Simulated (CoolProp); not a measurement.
Vapour-liquid equilibrium of sulfur dioxide (1) + toluene (2) at 278.5 K; x and y are mole fractions of (1).

Model: multi-fluid Helmholtz-energy mixture model, Gao 2016 and Lemmon 2006; pair parameters Bell 2016, in CoolProp.

| x | bubble pressure, mixture model (bar) | bubble pressure, Raoult's law (bar) | y, mixture model | y, Raoult's law |
|---|---|---|---|---|
| 0.05 | 0.08056 | 0.1083 | 0.851 | 0.889 |
| 0.15 | 0.2503 | 0.2997 | 0.957 | 0.964 |
| 0.25 | 0.4522 | 0.4910 | 0.979 | 0.981 |
| 0.35 | 0.6685 | 0.6824 | 0.988 | 0.988 |
| 0.45 | 0.8840 | 0.8738 | 0.992 | 0.992 |
| 0.55 | 1.089 | 1.065 | 0.995 | 0.995 |
| 0.65 | 1.281 | 1.256 | 0.996 | 0.996 |
| 0.75 | 1.464 | 1.448 | 0.998 | 0.998 |
| 0.85 | 1.643 | 1.639 | 0.999 | 0.999 |
| 0.95 | 1.828 | 1.831 | 1.000 | 1.000 |

The largest gap from Raoult's law is -25.6 % in bubble pressure, at x = 0.05. No azeotrope shows between x = 0.05 and 0.95.

Pair parameters are fitted to limited data, so mixtures are less certain than the pure fluids. The gap from Raoult's law changes sign with composition, which may be real or a fault of the pair parameters; it wasn't checked against measurements.
